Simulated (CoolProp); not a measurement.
Model: reference Helmholtz-energy equation of state, Polt 1992, in CoolProp. This equation is an older, rougher fit; its heat capacities, sound speeds and derivatives of the liquid may be far off and weren't checked against measurements.

Q: Give the vapour pressure (MPa), enthalpy of vaporisation (kJ/kg), vapour Z, surface tension (mN/m) of saturated propyne at 298.6, 308.8, 318.9 K.

A: 
| T (K) | p (MPa) | enthalpy of vaporisation (kJ/kg) | vapour Z | surface tension (mN/m) |
|---|---|---|---|---|
| 298.6 | 0.590 | 465 | 0.889 | 11.3 |
| 308.8 | 0.784 | 450 | 0.865 | 10.0 |
| 318.9 | 1.02 | 434 | 0.838 | 8.72 |

Surface tension comes from a separate correlation (Mulero 2012).
